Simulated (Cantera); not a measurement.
Cantera run:

```python
import numpy as np
import cantera as ct

gas_names = """
    CL CL2 H HCL H2 Si SiCL SiCL2 SiCL3 SiCL4 SiH SiHCL3 SiH2 SiH2CL2 SiH3 SiH3CL SiH4 Si2 Si3
""".split()
cond_names = """
    Si(cr) Si(L)
""".split()


# ... load() reads the species with a 1 bar reference pressure and builds the phases ...
atoms = {
    'Si2Cl6': {'Si': 2, 'CL': 6},
    'H2': {'H': 2},
}
top_T = {}  # K; cautious upper limits of use, not melting points


# ... equilibrate(T, P, feed) seeds the gas with the atoms and calls Mixture.equilibrate('TP', solver="vcs", rtol=1e-11, max_steps=5000) ...
results = []
feed = {'Si2Cl6': 1, 'H2': 290}  # mol
T = 1675  # K
P = 2200  # Pa
mix = equilibrate(T, P, feed)
results.append((T, P, feed, dict(zip(mix.species_names, mix.species_moles))))
x = sorted(zip(gas.X, gas.species_names), reverse=True)
print(f"T = {T:g} K  P = {P:g} Pa  gas = {mix.phase_moles(0):.4g} mol")
print("   x: " + "  ".join(f"{s} {v:.3e}" for v, s in x if v > 1e-06))
print("   condensed (mol): " + ("  ".join(f"{mix.phase(i).name} {mix.phase_moles(i):.4g}"
      for i in range(1, mix.n_phases) if mix.phase_moles(i) > 1e-12) or "none"))
```

Output:

```
T = 1675 K  P = 2200 Pa  gas = 293.1 mol
   x: H2 9.799e-01  HCL 1.804e-02  SiCL2 1.198e-03  H 7.749e-04  Si 1.973e-05  CL 1.114e-05  SiH2 1.102e-05  SiCL 1.023e-05  SiH 4.864e-06  SiCL3 2.957e-06
   condensed (mol): Si(cr) 1.634
```

Method: chemical equilibrium by Gibbs-energy minimisation in Cantera with the NASA 1993 tables (ideal gas, pure condensed phases). The feed counts by its element totals alone. The tables' values for SiCl are old estimates; treat these amounts as uncertain. Gases not in the tables: Si2H6 and higher silanes.
